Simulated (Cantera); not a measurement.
Input: 1 mol MgO, a varied amount of SO3, 6 mol H2O, held at 777 °C and 0.150 bar.

These are equilibrium values from Cantera (NASA tables, ideal gas, pure condensed phases), not measurements of a reactor. Candidate condensed phases: H2O, H2SO4, Mg, MgO, Mg(OH)2, MgS, MgSO4, S; 26 gas species. Rates play no part.

Task: At 1.5 mol SO3, list the 4 most abundant gas species with their mole fractions, and the condensed phases.

Result: H2O 0.891, SO2 0.0691, O2 0.0346, SO3 0.00514. Condensed: MgSO4(s).
